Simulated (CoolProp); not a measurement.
Vapour-liquid equilibrium of cis-2-butene (1) + acetone (2) at 301.4 K; x and y are mole fractions of (1).

Computed with CoolProp (multi-fluid Helmholtz-energy mixture model, Lemmon 2005 and Lemmon 2006; pair parameters Bell 2016).

| x | bubble pressure, mixture model (MPa) | bubble pressure, Raoult's law (MPa) | y, mixture model | y, Raoult's law |
|---|---|---|---|---|
| 0.05 | 0.06319 | 0.04537 | ? | 0.261 |
| 0.15 | 0.1092 | 0.06554 | 0.710 | 0.542 |
| 0.25 | ? | 0.08570 | 0.794 | 0.691 |
| 0.35 | 0.1659 | 0.1059 | 0.835 | 0.783 |
| 0.45 | 0.1819 | 0.1260 | 0.859 | 0.846 |
| 0.55 | 0.1936 | 0.1462 | 0.877 | 0.891 |
| 0.65 | ? | 0.1664 | 0.893 | 0.926 |
| 0.75 | 0.2121 | 0.1865 | 0.911 | 0.953 |
| 0.85 | ? | 0.2067 | 0.935 | 0.974 |
| 0.95 | 0.2319 | 0.2269 | 0.973 | 0.992 |

Task: Complete the blanks.

Result: 
- 0.05, y, mixture model: 0.460
- 0.25, bubble pressure, mixture model (MPa): 0.1427
- 0.65, bubble pressure, mixture model (MPa): 0.2031
- 0.85, bubble pressure, mixture model (MPa): 0.2217

The largest gap from Raoult's law is +66.6 % in bubble pressure, at x = 0.15. No azeotrope shows between x = 0.05 and 0.95.

The pair parameters rest on a limited set of measurements; away from them the model extrapolates. With so large a gap from Raoult's law the liquid may split in two, which this calculation doesn't test in full.
